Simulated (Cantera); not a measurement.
Input: 1 mol SiH₂Cl₂, 1.8 mol HCl, 24 mol N₂, at 100 Torr.

Method: chemical equilibrium by Gibbs-energy minimisation in Cantera with the NASA 1993 tables (ideal gas, pure condensed phases). Candidate condensed phases: NH₄Cl, Si, Si₃N₄; 28 gas species. N₂ is the only nitrogen source here; it is nearly inert below about 1500 K, so the nitride shown seldom forms there in practice. The tables' values for SiCl₃ are old estimates; treat these amounts as uncertain. Kinetics and transport are ignored.

Task: At 1250 K, list the 4 most abundant gas species with their mole fractions, and the condensed phases.

Result: N₂ 0.871, HCl 0.0941, H₂ 0.0232, SiCl₄ 0.0112. Condensed: Si₃N₄(s).
